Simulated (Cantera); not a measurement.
## Reactions in the system Cl-Fe-H-O

Source: NASA polynomial tables (part measured, part estimated), evaluated in Cantera. Values are per mole of reaction as written; species without (g) are pure solids or liquids, kept so even where they would boil at 1 bar.

3 H2O(g) + FeCl2(g) ⇌ 2 HCl(g) + Fe(OH)3 + H(g)

```
T (K)  ΔH° (kJ)  ΔS° (J/K)  ΔG° (kJ)  log10 K
-----  --------  ---------  --------  -------
300        67.3     -272.5     149.0   -25.95
425        71.1     -262.1     182.4   -22.42
625        80.1     -244.9     233.1   -19.48
825        91.2     -229.4     280.5   -17.76
1025      103.5     -216.1     325.0   -16.56
1225      116.1     -204.9     367.1   -15.65
1425      128.3     -195.7     407.1   -14.92
```
